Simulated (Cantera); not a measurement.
NO annealing gas

A perfectly stirred reactor is fed with 17.9 % NO, 82.1 % N₂, at 1800 Pa; it is held at 2050 K, and followed from long to short residence time.

Computed with Cantera and GRI-Mech 3.0 (53 species, 325 reactions). Radical loss at walls, strong at low pressure, is not modelled.

| τ (s) | x NO | x N₂ | x N₂O | x NO₂ | x O |
|---|---|---|---|---|---|
| 5.8 | 0.116 | 0.852 | 4.49e-6 | 9.36e-6 | 0.00133 |
| 2.5 | 0.152 | 0.834 | 8.47e-6 | 8.05e-6 | 0.000921 |
| 1.1 | 0.169 | 0.826 | 1.13e-5 | 5.65e-6 | 0.000623 |
| 0.46 | 0.175 | 0.823 | 1.27e-5 | 3.77e-6 | 0.000415 |
| 0.20 | 0.178 | 0.822 | 1.31e-5 | 2.44e-6 | 0.000259 |
| 0.085 | 0.178 | 0.822 | 1.25e-5 | 1.32e-6 | 0.000132 |
| 0.036 | 0.178 | 0.821 | 1.05e-5 | 5.67e-7 | 5.57e-5 |
| 0.016 | 0.179 | 0.821 | 7.63e-6 | 2.17e-7 | 2.24e-5 |
| 0.0068 | 0.179 | 0.821 | 4.55e-6 | 6.85e-8 | 8.29e-6 |
| 0.0029 | 0.179 | 0.821 | 2.34e-6 | 1.92e-8 | 3.15e-6 |
| 0.0012 | 0.179 | 0.821 | 1.06e-6 | 4.46e-9 | 1.21e-6 |
x: mole fraction; the columns are a selection and need not sum to one.
